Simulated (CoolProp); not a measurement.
Vapour-liquid equilibrium of CH3F (R41) (1) + chloromethane (R40) (2) at 256.8 K; x and y are mole fractions of (1).

Model: multi-fluid Helmholtz-energy mixture model, Lemmon 2006 and Thol 2014; pair parameters Bell 2016, in CoolProp.

```csv
x,"bubble pressure, mixture model (MPa)","bubble pressure, Raoult's law (MPa)","y, mixture model","y, Raoult's law"
0.05,0.1999,0.1964,0.323,0.324
0.2,___,0.3666,0.682,0.695
0.35,0.5531,0.5368,0.811,0.831
0.5,0.7183,0.7070,0.878,0.901
0.65,0.8776,0.8772,0.923,0.944
0.8,1.038,1.047,___,0.973
0.95,1.211,1.218,___,0.994
```

Question: Fill in the missing entries.

Answer: 
- 0.2, bubble pressure, mixture model (MPa): 0.3796
- 0.8, y, mixture model: 0.957
- 0.95, y, mixture model: 0.989

The largest gap from Raoult's law is +3.5 % in bubble pressure, at x = 0.2. No azeotrope shows between x = 0.05 and 0.95.

The pair parameters rest on a limited set of measurements; away from them the model extrapolates. The gap from Raoult's law changes sign with composition, which may be real or a fault of the pair parameters; it wasn't checked against measurements.
